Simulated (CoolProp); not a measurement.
Vapour-liquid equilibrium of o-xylene (1) + n-nonane (2) at 177.45 °C; x and y are mole fractions of (1).

Values from CoolProp's multi-fluid Helmholtz-energy mixture model, Zhou 2012 and Lemmon 2006; pair parameters Bell 2016.

| x | bubble pressure (MPa) | y at the bubble point | dew pressure at overall composition x (MPa) | liquid density (mol/L) |
|---|---|---|---|---|
| 0.05 | 0.1985 | 0.063 | 0.1979 | 4.633 |
| 0.125 | 0.2029 | 0.153 | 0.2015 | 4.763 |
| 0.2 | 0.2070 | 0.238 | 0.2052 | 4.900 |
| 0.275 | 0.2108 | 0.318 | 0.2088 | [?] |
| 0.35 | 0.2142 | 0.394 | 0.2123 | 5.196 |
| 0.425 | 0.2173 | 0.466 | 0.2156 | 5.355 |
| 0.5 | 0.2199 | 0.536 | 0.2186 | 5.524 |
| 0.575 | 0.2222 | 0.604 | [?] | 5.702 |
| 0.65 | 0.2240 | 0.671 | 0.2235 | 5.890 |
| 0.725 | 0.2253 | 0.738 | 0.2251 | [?] |
| 0.8 | 0.2262 | 0.806 | 0.2261 | 6.302 |
| 0.875 | 0.2266 | 0.875 | 0.2266 | 6.527 |
| 0.95 | 0.2263 | 0.949 | 0.2263 | 6.766 |

**Question.** Fill in the missing entries.

**Answer.** 
- 0.275, liquid density (mol/L): 5.044
- 0.575, dew pressure at overall composition x (MPa): 0.2213
- 0.725, liquid density (mol/L): 6.090

y crosses x between x = 0.875 and 0.95: the model has an azeotrope there.

Pair parameters are fitted to limited data, so mixtures are less certain than the pure fluids.
